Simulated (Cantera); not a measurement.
A closed system holds: 1 mol PbO, 3.2 mol C, 0.68 mol H2, at 1150 °C and 10.0 mbar.

Equilibrium computed with Cantera from the NASA thermochemical tables; the gas is ideal and each condensed phase is pure. Rates play no part.

| species | before | after |
|---|---|---|
| CO | 0.373 | 0.588 |
| H2 | 0.254 | 0.399 |
| Pb | 0.373 | 0.0112 |
| CO2 | 1.90e-6 | 0.000471 |
| H2O | 2.92e-6 | 0.000724 |
| CH4 | 2.45e-6 | 0.000606 |
| Pb2 | 3.10e-5 | 2.80e-6 |
| H | 3.35e-5 | 4.20e-6 |
| C(graphite), mol | 2.20 | 2.20 |
| Pb(l), mol | 0 | 0.981 |
Gas species are given as mole fractions.

Question: What was changed between the two runs?
A) temperature from 1150 °C to 2350 °C
B) pressure from 10.0 mbar to 1.00 bar
C) temperature from 1150 °C to 975 °C
D) temperature from 1150 °C to 1025 °C

Answer: B, pressure from 10.0 mbar to 1.00 bar
